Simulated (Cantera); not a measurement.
Feed: 1 mol FeCl2, 20 mol H2.

Equilibrium computed with Cantera from the NASA thermochemical tables; the gas is ideal and each condensed phase is pure. Candidate condensed phases: Fe, FeCl2, FeCl3; 11 gas species. Kinetics and transport are ignored.

Q: What condenses at these points (T in K, P in Pa): (773, 100000); (873, 3200); (873, 3.2); (1123, 3200); (973, 0.10)?

A: 
```tsv
T (K)	P in Pa	condensed phases	Fe condensed (%)
773	100000	Fe + FeCl2	99.9
873	3200	Fe	98.3
873	3.2	Fe	98.3
1123	3200	Fe	94.5
973	0.10	Fe	97.0
```
